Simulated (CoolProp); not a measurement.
A simple Rankine cycle with water: condensing at 294.15 K, boiler at 10.2 MPa, turbine inlet 625.5 K, turbine efficiency 0.85, pump efficiency 0.6, no recuperator. Each further row changes one setting.

Model: reference Helmholtz-energy equation of state, Wagner 2002, in CoolProp.

```
case                             thermal efficiency (%)  net work (kJ/kg)  heat in (kJ/kg)  turbine exit temperature (K)  volume ratio over the turbine
-------------------------------  ----------------------  ----------------  ---------------  ----------------------------  -----------------------------
as stated                                          35.0               988             2820                         294.1                           1850
turbine inlet 645.5 K                              35.3                 …             2900                         294.1                              …
condensing temperature 286.15 K                       …                 …             2860                         286.1                           2960
boiler pressure 7.14 MPa                           34.3              1000                …                         294.1                           1230
turbine efficiency 0.75                            30.8               869             2820                         294.1                           1970
```

**Question.** Complete the blanks.

**Answer.** 
- turbine inlet 645.5 K, net work (kJ/kg): 1020
- turbine inlet 645.5 K, volume ratio over the turbine: 1760
- condensing temperature 286.15 K, thermal efficiency (%): 35.9
- condensing temperature 286.15 K, net work (kJ/kg): 1030
- boiler pressure 7.14 MPa, heat in (kJ/kg): 2920

The expansion ends wet for: as stated; turbine inlet 645.5 K; condensing temperature 286.15 K; boiler pressure 7.14 MPa; turbine efficiency 0.75.
